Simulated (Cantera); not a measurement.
Feed: 1 mol CF4, 0.83 mol H2, equilibrated at 10000 Pa.

Cantera equilibrium calculation (NASA polynomials, part measured and part estimated; ideal gas, pure solids and liquids). Candidate condensed phases: C, C6H6, C7H8, C8H18; 110 gas species. Ions and electrons are included (thermal ionisation). Gases not in the tables: C2F6 and larger saturated fluorocarbons. Rates play no part.

### Question
Which condensed phases are stable at each of these points (T (K)): 2000, 2500, 3000, 3500, 4000, 4500, 5000?

### Answer
```json
[
 {"T (K)": "2000", "condensed phases": "C(graphite)", "C condensed (%)": "39.7"},
 {"T (K)": "2500", "condensed phases": "C(graphite)", "C condensed (%)": "18.6"},
 {"T (K)": "3000", "condensed phases": "C(graphite)", "C condensed (%)": "43.5"},
 {"T (K)": "3500", "condensed phases": "gas only", "C condensed (%)": "0.0"},
 {"T (K)": "4000", "condensed phases": "gas only", "C condensed (%)": "0.0"},
 {"T (K)": "4500", "condensed phases": "gas only", "C condensed (%)": "0.0"},
 {"T (K)": "5000", "condensed phases": "gas only", "C condensed (%)": "0.0"}
]
```

From 2000 K to 3000 K the condensed part is C(graphite). From 3500 K to 5000 K nothing is condensed.
